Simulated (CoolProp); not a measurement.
Propyne along the isobar 6690 kPa: density (kg/m³) from the reference equation and from simpler models built on Tc = 129.6 °C, pc = 5658 kPa, ω = 0.204; each cubic takes its own stable root.

Computed with CoolProp (reference Helmholtz-energy equation of state, Polt 1992). This equation is an older, rougher fit; its heat capacities, sound speeds and derivatives of the liquid may be far off and weren't checked against measurements.

```csv
T (°C),phase,reference
114.95,liquid,444.0
123.55,liquid,411.5
132.15,supercritical,361.6
140.75,supercritical,233.0
149.35,supercritical,156.1
157.95,supercritical,132.4
166.45,supercritical,119.2
175.05,supercritical,110.0
183.65,supercritical,103.0
192.25,supercritical,97.42
200.85,supercritical,92.77
```

Task: How far does each simpler model (Soave-Redlich-Kwong, Peng-Robinson) lie from the reference over these 11 states: mean and median of the absolute difference, and the worst?

Result: 
- Soave-Redlich-Kwong: mean 7.3 %, median 2.7 %, worst -18.5 % at 132.15 °C and 6690 kPa
- Peng-Robinson: mean 3.9 %, median 2.6 %, worst -10.3 % at 132.15 °C and 6690 kPa
